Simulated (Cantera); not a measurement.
Pyrogenic steam for wet oxidation

An isothermal, constant-pressure homogeneous reactor starts with H₂ : O₂ : N₂ = 1.9 : 1 : 1.2 (molar parts), equivalence ratio 0.95, at 1150 K and 16000 Pa.

Computed with Cantera and the H2/O2 subset of GRI-Mech 3.0, which has no nitrogen chemistry. The temperature is held fixed by assumption; the heat of reaction is taken as removed at once.

```tsv
t (s)	x H₂	x O₂	x H	x H₂O	x OH	x HO₂	x O
0.000400	0.0534	0.0546	0.0782	0.453	0.00566	2.48e-5	0.00934
0.00109	0.0181	0.0257	0.00909	0.569	0.00213	1.36e-5	0.00130
0.00297	0.00514	0.0183	0.00102	0.595	0.000865	8.92e-6	0.000236
0.00809	0.00115	0.0163	9.14e-5	0.601	0.000352	5.25e-6	4.09e-5
0.0220	0.000206	0.0159	6.63e-6	0.603	0.000142	1.74e-6	6.39e-6
0.0600	3.22e-5	0.0159	4.49e-7	0.603	6.02e-5	3.41e-7	1.09e-6
0.163	5.18e-6	0.0159	3.51e-8	0.603	2.78e-5	6.15e-8	2.26e-7
0.445	1.09e-6	0.0159	4.01e-9	0.603	1.43e-5	1.40e-8	5.95e-8
1.21	3.13e-7	0.0159	6.67e-10	0.603	8.05e-6	4.41e-9	1.88e-8
3.30	1.14e-7	0.0159	1.50e-10	0.603	4.88e-6	2.13e-9	6.91e-9
9.00	6.06e-8	0.0159	5.60e-11	0.603	3.38e-6	1.71e-9	3.33e-9
```
x: mole fraction; the columns are a selection and need not sum to one.

Equilibrium at this temperature and pressure: H₂ 5.18e-8, O₂ 0.0159, H 4.27e-11, H₂O 0.603, OH 3.01e-6, HO₂ 1.68e-9, O 2.64e-9 (gas phase only).
